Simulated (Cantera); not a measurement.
An isothermal, constant-pressure homogeneous reactor starts with 17.4 % H₂, 82.6 % O₂, equivalence ratio 0.10, at 1350 K and 10.00 Torr.

Cantera simulation using the H2/O2 subset of GRI-Mech 3.0, which has no nitrogen chemistry; the numbers are that mechanism's predictions, not measurements. Radical loss at walls, strong at low pressure, is not modelled. The temperature is held fixed by assumption; the heat of reaction is taken as removed at once.

x: mole fraction; the columns are a selection and need not sum to one.

```json
[
 {"t (s)": "1.00e-5", "x H₂": "0.174", "x O₂": "0.826", "x HO₂": "1.63e-8", "x O": "2.50e-9", "x H₂O": "5.44e-10", "x H": "1.44e-8"},
 {"t (s)": "6.13e-5", "x H₂": "0.174", "x O₂": "0.826", "x HO₂": "1.00e-7", "x O": "7.15e-8", "x H₂O": "8.09e-8", "x H": "1.10e-7"},
 {"t (s)": "0.000376", "x H₂": "0.173", "x O₂": "0.826", "x HO₂": "7.90e-7", "x O": "0.000117", "x H₂O": "0.000260", "x H": "0.000143"},
 {"t (s)": "0.00231", "x H₂": "0.00741", "x O₂": "0.718", "x HO₂": "5.59e-6", "x O": "0.0782", "x H₂O": "0.138", "x H": "0.0447"},
 {"t (s)": "0.0141", "x H₂": "0.00477", "x O₂": "0.757", "x HO₂": "5.78e-6", "x O": "0.0455", "x H₂O": "0.161", "x H": "0.0203"},
 {"t (s)": "0.0867", "x H₂": "___", "x O₂": "0.804", "x HO₂": "___", "x O": "___", "x H₂O": "0.187", "x H": "___"},
 {"t (s)": "0.532", "x H₂": "1.73e-5", "x O₂": "0.809", "x HO₂": "2.28e-7", "x O": "0.000151", "x H₂O": "0.190", "x H": "3.92e-6"},
 {"t (s)": "3.26", "x H₂": "___", "x O₂": "0.810", "x HO₂": "___", "x O": "___", "x H₂O": "0.190", "x H": "___"},
 {"t (s)": "20.0", "x H₂": "3.82e-7", "x O₂": "0.810", "x HO₂": "7.58e-8", "x O": "3.37e-6", "x H₂O": "0.190", "x H": "1.31e-8"}
]
```

Q: What belongs in the gaps?

A: 
- 0.0867, x H₂: 0.000487
- 0.0867, x HO₂: 2.67e-6
- 0.0867, x O: 0.00427
- 0.0867, x H: 0.000588
- 3.26, x H₂: 1.31e-6
- 3.26, x HO₂: 5.92e-8
- 3.26, x O: 1.15e-5
- 3.26, x H: 8.25e-8
